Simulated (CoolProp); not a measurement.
The numbers come from the reference Helmholtz-energy equation of state, Platzer 1990 in CoolProp. This equation is an older, rougher fit; its heat capacities, sound speeds and derivatives of the liquid may be far off and weren't checked against measurements.

### Question
For c-C4F8 (RC318), give the phase and the Z, conductivity (mW/(m K)) at 407.6 K and 1070 kPa; 407.6 K and 5340 kPa.

### Answer
- 407.6 K and 1070 kPa: gas; Z 0.884, conductivity 20.6
- 407.6 K and 5340 kPa: supercritical; Z 0.340, conductivity 41.1

Thermal conductivity comes from a separate model (Huber 2003), an estimate that may be off by 10 % or more.
